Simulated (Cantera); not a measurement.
An isothermal, constant-pressure homogeneous reactor starts with CH4 : H2O = 1 : 1.2 (molar parts), at 1900 K and 101000 Pa.

Cantera simulation using GRI-Mech 3.0 (53 species, 325 reactions); the numbers are that mechanism's predictions, not measurements.

One state of this run: x CH4 = 0.398; x H2O = 0.532; x HO2 = 1.06e-11; x C2H = 4.89e-8; x O2 = 2.73e-9; x C2H6 = 0.00302. x: mole fraction; the columns are a selection and need not sum to one.

Task: Which value of t (s) does it belong to?
(A) 0.0317
(B) 0.000252
(C) 1.00e-5
(D) 5.03e-5

Result: D, 5.03e-5
